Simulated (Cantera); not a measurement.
# Hydrocarbon pyrolysis for carbon deposition

An isothermal, constant-pressure homogeneous reactor starts with C₂H₆ : N₂ = 1 : 16 (molar parts), at 1323 K and 12000 Pa.

Detailed kinetics in Cantera: GRI-Mech 3.0 (53 species, 325 reactions). GRI-Mech 3.0 stops at C3 and has no aromatics, soot or wall deposition, so with more carbon than oxygen in the feed, carbon stays in small species such as C2H2 where larger ones or solid carbon would form.

```json
[
 {"t (s)": "3.00e-6", "x C₂H₆": "0.0588", "x C₂H₂": "<1e-12", "x C₂H₄": "4.46e-10", "x CH₄": "8.56e-9", "x C₂H": "<1e-12", "x HCN": "<1e-12", "x H": "1.17e-9"},
 {"t (s)": "9.49e-6", "x C₂H₆": "0.0588", "x C₂H₂": "<1e-12", "x C₂H₄": "1.17e-8", "x CH₄": "8.52e-8", "x C₂H": "<1e-12", "x HCN": "<1e-12", "x H": "7.11e-9"},
 {"t (s)": "3.00e-5", "x C₂H₆": "0.0588", "x C₂H₂": "<1e-12", "x C₂H₄": "3.34e-7", "x CH₄": "8.40e-7", "x C₂H": "<1e-12", "x HCN": "<1e-12", "x H": "7.74e-8"},
 {"t (s)": "9.49e-5", "x C₂H₆": "0.0588", "x C₂H₂": "1.63e-10", "x C₂H₄": "9.76e-6", "x CH₄": "8.02e-6", "x C₂H": "<1e-12", "x HCN": "<1e-12", "x H": "7.95e-7"},
 {"t (s)": "0.000300", "x C₂H₆": "0.0584", "x C₂H₂": "9.79e-8", "x C₂H₄": "0.000249", "x CH₄": "6.93e-5", "x C₂H": "<1e-12", "x HCN": "7.71e-11", "x H": "5.79e-6"},
 {"t (s)": "0.000949", "x C₂H₆": "0.0552", "x C₂H₂": "1.47e-5", "x C₂H₄": "0.00280", "x CH₄": "0.000513", "x C₂H": "3.85e-11", "x HCN": "2.26e-9", "x H": "1.34e-5"},
 {"t (s)": "0.00300", "x C₂H₆": "0.0435", "x C₂H₂": "0.000346", "x C₂H₄": "0.0123", "x CH₄": "0.00249", "x C₂H": "2.59e-10", "x HCN": "6.05e-9", "x H": "1.66e-5"},
 {"t (s)": "0.00949", "x C₂H₆": "0.0183", "x C₂H₂": "0.00347", "x C₂H₄": "0.0304", "x CH₄": "0.00795", "x C₂H": "1.21e-9", "x HCN": "9.49e-9", "x H": "2.15e-5"},
 {"t (s)": "0.0300", "x C₂H₆": "0.00137", "x C₂H₂": "0.0151", "x C₂H₄": "0.0324", "x CH₄": "0.0125", "x C₂H": "2.14e-9", "x HCN": "1.14e-8", "x H": "1.48e-5"},
 {"t (s)": "0.0949", "x C₂H₆": "6.78e-5", "x C₂H₂": "0.0250", "x C₂H₄": "0.0231", "x CH₄": "0.0127", "x C₂H": "8.36e-10", "x HCN": "1.14e-8", "x H": "4.12e-6"},
 {"t (s)": "0.300", "x C₂H₆": "7.09e-6", "x C₂H₂": "0.0316", "x C₂H₄": "0.0162", "x CH₄": "0.0127", "x C₂H": "3.56e-10", "x HCN": "1.13e-8", "x H": "1.52e-6"},
 {"t (s)": "0.949", "x C₂H₆": "3.01e-6", "x C₂H₂": "0.0387", "x C₂H₄": "0.00878", "x CH₄": "0.0126", "x C₂H": "3.12e-10", "x HCN": "1.12e-8", "x H": "1.19e-6"},
 {"t (s)": "3.00", "x C₂H₆": "1.43e-6", "x C₂H₂": "0.0449", "x C₂H₄": "0.00221", "x CH₄": "0.0125", "x C₂H": "3.08e-10", "x HCN": "1.12e-8", "x H": "1.09e-6"}
]
```
x: mole fraction; the columns are a selection and need not sum to one.

Equilibrium at this temperature and pressure: C₂H₆ 2.64e-7, C₂H₂ 0.0223, C₂H₄ 0.000556, CH₄ 0.00413, C₂H 1.76e-10, HCN 0.0560, H 1.45e-6 (gas phase only).
